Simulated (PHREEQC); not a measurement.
0.1 mol of CaSeO3 (CaSeO3) is brought to equilibrium with 1 kg of water holding 0.0023 mol/kgw NaOH, at 25 °C under several pressures of CO2. The system is closed to oxygen. The run lets CaSeO3, Aragonite, Portlandite, Nahcolite, Natron precipitate or redissolve, and no other solid.

The numbers come from PHREEQC with the ion-association model, wateq4f.dat.

Question: Predict pH at log pCO2 (atm) = -4.5, -3, -2, 0.

Answer: 
| log pCO2 (atm) | pH |
|---|---|
| -4.5 | 8.57 |
| -3 | 7.70 |
| -2 | 7.06 |
| 0 | 5.78 |
